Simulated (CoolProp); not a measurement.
Model: reference Helmholtz-energy equation of state, Thol 2015, in CoolProp.

Task: For octamethylcyclotetrasiloxane (D4), give the phase and the density (kg/m³), expansivity (1/kK) at 433.9 K and 0.38 MPa; 505 K and 0.38 MPa; 558.3 K and 0.38 MPa.

Result: 
- 433.9 K and 0.38 MPa: liquid; density 787, expansivity 1.70
- 505 K and 0.38 MPa: liquid; density 678, expansivity 2.74
- 558.3 K and 0.38 MPa: gas; density 28.0, expansivity 3.01
